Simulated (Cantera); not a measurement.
A perfectly stirred reactor is fed with C2H6 : H2 = 1 : 2 (molar parts), at 0.0460 bar; it is held at 1150 K, and followed from long to short residence time.

Model: GRI-Mech 3.0 (53 species, 325 reactions), integrated in Cantera. GRI-Mech 3.0 stops at C3 and has no aromatics, soot or wall deposition, so with more carbon than oxygen in the feed, carbon stays in small species such as C2H2 where larger ones or solid carbon would form. Radical loss at walls, strong at low pressure, is not modelled.

### Question
Predict: x(C2H6) at τ = 17.0 s; x(H2) at τ = 17.0 s; x(CH3) at τ = 17.0 s; x(H) at τ = 17.0 s; x(C2H6) at τ = 0.250 s; x(H2) at τ = 0.250 s; x(CH3) at τ = 0.250 s; x(H) at τ = 0.250 s.

### Answer
| Property | Value |
|---|---|
| x(C2H6) at τ = 17.0 s | 0.00411 |
| x(H2) at τ = 17.0 s | 0.719 |
| x(CH3) at τ = 17.0 s | 9.59e-6 |
| x(H) at τ = 17.0 s | 4.48e-6 |
| x(C2H6) at τ = 0.250 s | 0.0861 |
| x(H2) at τ = 0.250 s | 0.700 |
| x(CH3) at τ = 0.250 s | 2.91e-5 |
| x(H) at τ = 0.250 s | 8.52e-6 |
